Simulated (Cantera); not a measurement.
A freely propagating, adiabatic, planar premixed flame of 5.56 % C3H8, 19.9 % O2, 74.6 % N2, unburnt at 475 K and 0.286 atm; mixture-averaged transport, grid criteria slope 0.08 and curve 0.16, no radiation.

Computed with Cantera and GRI-Mech 3.0 (53 species, 325 reactions). GRI-Mech 3.0 was tuned for natural gas; its chemistry of propane as a main component is partial and can be far from experiment. Burning velocities carry a grid error of a few per cent, more on coarse grids.

Question: Predict: laminar burning velocity; thermal thickness; peak x(C2H2); peak x(HO2); peak x(HCO).

Answer: 
- laminar burning velocity: 93.9 cm/s
- thermal thickness: 0.981 mm
- peak x(C2H2): 0.00507
- peak x(HO2): 0.000201
- peak x(HCO): 9.71e-5
